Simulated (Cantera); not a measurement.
Equilibrium for abatement and gas-phase synthesis: HCl + O₂

Feed: 1 mol HCl, 0.46 mol O₂, held at 1.50e7 Pa.

These are equilibrium values from Cantera (NASA tables, ideal gas, pure condensed phases), not measurements of a reactor. Candidate condensed phases: H₂O; 14 gas species. The ideal-gas law is rough above about 30 bar. Rates play no part.

From 2127 °C to 2777 °C nothing is condensed.

```tsv
T (°C)	x HCl	x O₂	x Cl	x H₂O	x Cl₂	x OH
2127	0.488	0.266	0.0588	0.104	0.0740	0.00323
2177	0.487	0.264	0.0651	0.103	0.0699	0.00378
2227	0.486	0.263	0.0717	0.102	0.0659	0.00441
2277	0.484	0.262	0.0785	0.101	0.0620	0.00512
2327	0.481	0.260	0.0855	0.101	0.0583	0.00591
2377	0.478	0.258	0.0926	0.100	0.0547	0.00678
2427	0.475	0.256	0.0998	0.100	0.0512	0.00775
2477	0.471	0.254	0.107	0.1000	0.0479	0.00881
2527	0.467	0.252	0.114	0.1000	0.0448	0.00998
2577	0.463	0.250	0.122	0.100	0.0418	0.0113
2627	0.458	0.248	0.129	0.100	0.0390	0.0126
2677	0.453	0.245	0.137	0.100	0.0364	0.0141
2727	0.448	0.242	0.144	0.101	0.0339	0.0158
2777	0.443	0.240	0.151	0.101	0.0315	0.0175
```
x: gas mole fraction; nothing condenses.
